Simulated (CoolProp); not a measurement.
Vapour-liquid equilibrium of propane (1) + cyclopropane (2) at 30.05 °C; x and y are mole fractions of (1).

The numbers come from the multi-fluid Helmholtz-energy mixture model, Lemmon 2009 and Polt 1992; pair parameters Bell 2016 in CoolProp. This equation is an older, rougher fit; its heat capacities, sound speeds and derivatives of the liquid may be far off and weren't checked against measurements.

Task: Give the bubble pressure and the first vapour's composition at x = 0.2, 0.5, 0.8. Is there an azeotrope?

Result: x = 0.2: 0.9169 MPa, y = 0.260; x = 0.5: 1.015 MPa, y = 0.556; x = 0.8: 1.070 MPa, y = 0.814. No azeotrope shows between x = 0.05 and 0.95.

Pair parameters are fitted to limited data, so mixtures are less certain than the pure fluids.
